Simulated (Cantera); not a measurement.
A closed system holds: 1 mol Si, 0.67 mol HCl, 2.7 mol H2, at 4.00 bar.

Method: chemical equilibrium by Gibbs-energy minimisation in Cantera with the NASA 1993 tables (ideal gas, pure condensed phases). Candidate condensed phases: Si; 19 gas species. The tables' values for SiCl3 are old estimates; treat these amounts as uncertain. Equilibrium is a limit: real reactors are often held back by kinetics, nucleation or transport. All values below are at 1148 K.

Base state: H2 0.925, SiHCl3 0.0268, SiCl4 0.0249, HCl 0.0173, SiH2Cl2 0.00360, SiCl3 0.00127, SiCl2 0.000709, SiH3Cl 0.000130 (mole fractions); condensed: Si(s).

What changes in the equilibrium state with this change: pressure from 4.00 bar to 1 atm?


| species | before | after |
|---|---|---|
| H2 | 0.925 | 0.922 |
| SiCl4 | 0.0249 | 0.0275 |
| HCl | 0.0173 | 0.0249 |
| SiHCl3 | 0.0268 | 0.0204 |
| SiH3Cl | 0.000130 | 4.75e-5 |
| SiCl2 | 0.000709 | 0.00148 |
| Si(s), mol | 0.817 | 0.829 |
